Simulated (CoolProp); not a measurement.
A closed Brayton cycle with dry air: compressor inlet 325.15 K and 5.6 MPa, high pressure 10.1 MPa, turbine inlet 755 K, compressor efficiency 0.85, turbine efficiency 0.9, recuperator effectiveness 0.8 (on enthalpy, no pinch check). Each further row changes one setting.

Computed with CoolProp (reference Helmholtz-energy equation of state, Lemmon 2000). It is a pseudo-pure fit of the blend.

```csv
case,thermal efficiency (%),net work (kJ/kg),compressor to turbine work,compressor exit (K),turbine exit (K)
as stated,22.5,38.0,0.65,396.0,655.7
turbine inlet 705 K,20.2,30.7,0.70,396.0,611.2
compressor inlet 335.15 K,21.5,35.6,0.67,408.1,655.7
high pressure 8.58 MPa,20.4,30.4,0.62,375.2,681.8
recuperator effectiveness 0.5,15.1,38.0,0.65,396.0,655.7
```
